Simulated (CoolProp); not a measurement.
Vapour-liquid equilibrium of C3F8 (R218) (1) + R134a (2) at 4.82 bar; x and y are mole fractions of (1).

Model: multi-fluid Helmholtz-energy mixture model, Lemmon 2006 and Tillner-Roth 1994; pair parameters Bell 2016, in CoolProp.

| x | bubble temperature, mixture model (K) | bubble temperature, Raoult's law (K) | y, mixture model | y, Raoult's law |
|---|---|---|---|---|
| 0.05 | (withheld) | 287.2 | 0.150 | 0.066 |
| 0.2 | (withheld) | 285.6 | (withheld) | 0.253 |
| 0.35 | 274.2 | 284.1 | 0.501 | 0.423 |
| 0.5 | (withheld) | 282.6 | 0.574 | 0.578 |
| 0.65 | 272.7 | 281.1 | 0.644 | 0.719 |
| 0.8 | 273.3 | 279.7 | 0.739 | 0.847 |
| 0.95 | 276.1 | 278.3 | 0.908 | 0.963 |

**Question.** Fill in the missing entries.

**Answer.** 
- 0.05, bubble temperature, mixture model (K): 283.7
- 0.2, bubble temperature, mixture model (K): 277.0
- 0.2, y, mixture model: 0.391
- 0.5, bubble temperature, mixture model (K): 273.0

The largest gap from Raoult's law is -9.9 K in bubble temperature, at x = 0.35. y crosses x between x = 0.5 and 0.65: the model has an azeotrope there.

Pair parameters are fitted to limited data, so mixtures are less certain than the pure fluids.
